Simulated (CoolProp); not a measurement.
500 sccm (0 °C, 1 atm) of nitrogen bubbles through liquid octamethylcyclotetrasiloxane (D4) at 341.4 K and leaves saturated at a total pressure of 0.00804 MPa (ideal gas phase). Each further row changes one setting.

Computed with CoolProp (reference Helmholtz-energy equation of state, Thol 2015).

```csv
case,vapour pressure (kPa),mole fraction of vapour,delivery (mg/min),delivery (sccm),change of delivery for a bath 1 K warmer (%)
as stated,2.00,0.249,2200,166,7.2
bath temperature 346.4 K,2.59,0.322,3140,237,7.8
total pressure 0.0161 MPa,2.00,0.124,940,71.1,6.1
```
